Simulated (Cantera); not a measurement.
## Equilibrium for titanium nitride, carbide and oxide coatings: Ti + CH₄ + H₂O

A closed system holds: 1 mol Ti, 0.2 mol CH₄, 24 mol H₂O, at 1602 °C.

These are equilibrium values from Cantera (NASA tables, ideal gas, pure condensed phases), not measurements of a reactor. Candidate condensed phases: C, C₆H₆, C₇H₈, C₈H₁₈, H₂O, Ti, TiC, TiO, TiO₂, Ti₂O₃, Ti₃O₅, Ti₄O₇; 113 gas species. Gases not in the tables: TiO(OH)₂. Equilibrium is a limit: real reactors are often held back by kinetics, nucleation or transport.

```csv
P (Pa),x H₂O,x H₂,x H,x OH,x O₂,n TiO₂(rutile)
10,0.833,0.116,0.0224,0.0125,0.00569,0.995
63,0.866,0.111,0.00869,0.00529,0.00107,0.999
400,0.876,0.110,0.00344,0.00213,0.000174,1.000
2500,0.879,0.111,0.00138,0.000854,2.80e-5,1.000
16000,0.880,0.111,0.000546,0.000338,4.37e-6,1.000
100000,0.881,0.111,0.000218,0.000135,6.99e-7,1.00
```
x: gas mole fraction; n: condensed amount in mol.

From 0.0750 Torr to 750 Torr the condensed part is TiO₂(rutile).
